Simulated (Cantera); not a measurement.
A freely propagating, adiabatic, planar premixed flame of CO : H₂ : O₂ : N₂ : CO₂ = 1 : 0.55 : 1.05 : 2.83 : 0.024 (molar parts), equivalence ratio 0.74, unburnt at 300 K and 0.132 atm; mixture-averaged transport, grid criteria slope 0.08 and curve 0.16, no radiation.

Detailed kinetics in Cantera: GRI-Mech 3.0 (53 species, 325 reactions). Burning velocities carry a grid error of a few per cent, more on coarse grids.

x: mole fraction of selected species; z is measured from the peak of heat release.

```csv
z (mm),T (K),u (m/s),x CO,x H₂,x O₂,x O,x H,x NO₂
-16.9,300,1.07,0.183,0.101,0.193,<1e-8,<1e-8,<1e-8
-11.3,300,1.07,0.183,0.101,0.193,<1e-8,<1e-8,<1e-8
-8.46,300,1.07,0.183,0.101,0.193,<1e-8,<1e-8,<1e-8
-5.64,300,1.07,0.183,0.101,0.193,<1e-8,<1e-8,<1e-8
-2.82,302,1.08,0.184,0.0985,0.193,?,?,<1e-8
-1.41,483,1.70,0.180,0.0835,0.190,4.18e-5,0.000974,<1e-8
0,954,3.28,0.157,0.0417,0.162,0.00409,0.0160,<1e-8
1.41,1280,4.33,0.110,0.0115,0.114,0.0175,0.0304,<1e-8
2.82,1449,4.83,0.0765,0.00892,0.0932,0.0223,0.0321,<1e-8
5.64,1613,5.29,0.0577,0.00944,0.0836,0.0217,0.0268,<1e-8
11.3,1765,5.73,0.0550,0.00851,0.0810,0.0179,0.0177,<1e-8
22.6,1911,6.14,0.0507,?,0.0784,?,?,<1e-8
45.1,2045,6.51,0.0435,0.00535,0.0752,0.00952,0.00596,<1e-8
```

Problem. Some entries are withheld; supply them.

Solution. 
- -2.82, x O: 5.92e-8
- -2.82, x H: 1.27e-8
- 22.6, x H₂: 0.00697
- 22.6, x O: 0.0135
- 22.6, x H: 0.0106
